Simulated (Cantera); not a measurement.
Charge: 1 mol FeCl₂, 3.8 mol O₂, 0.17 mol H₂, held at 850 °C and 1.70 mbar.

Equilibrium computed with Cantera from the NASA thermochemical tables; the gas is ideal and each condensed phase is pure. Candidate condensed phases: Fe, FeCl₂, FeCl₃, FeO, Fe(OH)₂, Fe(OH)₃, Fe₂O₃, Fe₃O₄, H₂O; 22 gas species. Rates play no part.

Base state: O₂ 0.723, Cl₂ 0.160, HCl 0.0786, Cl 0.0195, FeCl₃ 0.00954, FeCl₂ 0.00881, H₂O 0.000210, ClO 3.14e-5 (mole fractions); condensed: Fe₂O₃(s).

**Question.** What changes in the equilibrium state with this change: temperature from 850 °C to 1277 °C?

**Answer.** 
```csv
species,before,after
O₂,0.723,0.720
FeCl₂,0.00881,0.126
Cl,0.0195,0.0840
Cl₂,0.160,0.00183
HCl,0.0786,0.0647
O,9.07e-8,0.000161
OH,3.01e-7,0.000117
"Fe₂O₃(s), mol",0.461,0
"Fe₃O₄(s), mol",0,0.125
```

**Question.** What changes in the equilibrium state with this change: temperature from 850 °C to 902 °C?

**Answer.** 
```
species          before     after
-------------  --------  --------
O₂                0.723     0.724
Cl₂               0.160     0.130
HCl              0.0786    0.0772
FeCl₂           0.00881    0.0236
Cl               0.0195    0.0316
FeCl₃           0.00954    0.0136
ClO             3.14e-5   4.59e-5
H₂O            0.000210  0.000189
Fe₂O₃(s), mol     0.461     0.419
```
